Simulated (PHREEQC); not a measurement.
Dissolve 0.0075 mol/kgw HF, 0.0089 mol/kgw H2SiF6, 0.0022 mol/kgw HBF4 and 0.000153 mol/kgw H2SO4 at 25 °C. Closed to the air; pH follows from the charge balance.

Model: ion-association model, phreeqc.dat, run in PHREEQC.

This is a speciation only: nothing precipitates in the calculation.

### Question
Estimate the pH.

### Answer
pH 1.75.

### Question
In which forms is S present?

### Answer
HSO4- 52 %, SO4-2 48 % of the S.

SiF6-2 is the database's only silicon fluoride. Real BF4- forms and hydrolyses slowly; the run takes it at equilibrium.
